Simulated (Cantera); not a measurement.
## SiCl4 + H2O + O2 (silicon oxide and oxynitride deposition)

A closed system holds: 1 mol SiCl4, 0.6 mol H2O, 0.36 mol O2, at 0.140 bar.

Equilibrium computed with Cantera from the NASA thermochemical tables; the gas is ideal and each condensed phase is pure. Candidate condensed phases: H2O, Si, SiO2; 30 gas species. The tables' values for SiCl3 are old estimates; treat these amounts as uncertain. The tables hold silica as quartz up to 1696 K and as liquid above; real silica turns to tridymite and cristobalite and melts near 1996 K. The numbers say what is thermodynamically allowed, not how fast it happens.

```tsv
T (K)	log p HCl	log p Cl	log p Cl2	log p SiCl4	log p SiCl3	n SiO2(β-quartz)	n SiO2(condensed)	n SiO2(l)
998	-1.13	-4.10	-1.35	-1.68	-10.21	0.660	0	0
1098	-1.13	-3.51	-1.35	-1.68	-8.92	0.660	0	0
1198	-1.13	-3.01	-1.36	-1.68	-7.86	0.660	0	0
1298	-1.13	-2.60	-1.37	-1.68	-6.96	0.660	0	0
1398	-1.14	-2.25	-1.39	-1.69	-6.18	0.660	0	0
1498	-1.15	-1.95	-1.43	-1.69	-5.50	0.660	0	0
1598	-1.16	-1.71	-1.50	-1.71	-4.90	0.660	0	0
1698	-1.18	-1.52	-1.60	-1.73	-4.36	0	0.660	0
1798	-1.20	-1.38	-1.76	-1.75	-3.85	0	0.660	0
1898	-1.22	-1.29	-1.96	-1.78	-3.37	0	0.660	0
1998	-1.23	-1.23	-2.19	-1.82	-2.93	0	0	0.660
2098	-1.25	-1.19	-2.43	-1.91	-2.58	0	0	0.655
```
log p: log10 of the partial pressure in bar; n: condensed amount in mol.

From 998 K to 1598 K the condensed part is SiO2(β-quartz). From 1698 K to 1898 K the condensed part is SiO2(condensed). From 1998 K to 2098 K the condensed part is SiO2(l). The main Si-bearing gas is SiCl4 throughout.
